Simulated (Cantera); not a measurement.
Charge: 1 mol MgO, a varied amount of HF, held at 1398 K and 10.0 mbar.

Method: chemical equilibrium by Gibbs-energy minimisation in Cantera with the NASA 1993 tables (ideal gas, pure condensed phases). Candidate condensed phases: H2O, Mg, MgF2, MgO, Mg(OH)2; 31 gas species. Mutual solubility and eutectic melting of coexisting phases are not modelled. Rates play no part.

log p: log10 of the partial pressure in bar; n: condensed amount in mol.

```csv
n(HF) (mol),log p HF,log p H2O,log p MgF2,log p H2,log p O2,n MgF2(s),n MgO(s)
4.6,-2.13,-2.58,-5.20,-5.85,-6.18,0.953,0.0451
6,-2.10,-2.70,-5.20,-5.93,-6.26,0.997,0
7.7,-2.07,-2.83,-5.20,-6.01,-6.35,0.996,0
9.9,-2.05,___,-5.20,___,___,0.994,0
13,-2.04,-3.08,-5.20,-6.18,-6.51,0.992,0
16,-2.03,-3.18,-5.20,-6.25,-6.58,0.991,0
21,-2.02,-3.30,-5.20,-6.33,-6.66,0.987,0
27,-2.02,___,-5.20,___,___,0.984,0
35,-2.01,-3.53,-5.20,-6.48,-6.82,0.979,0
45,-2.01,-3.64,-5.20,-6.56,-6.89,0.972,0
```

**Question.** Some entries are withheld; supply them.

**Answer.** 
- 27, log p H2O: -3.42
- 27, log p H2: -6.41
- 27, log p O2: -6.74
- 9.9, log p H2O: -2.95
- 9.9, log p H2: -6.09
- 9.9, log p O2: -6.43
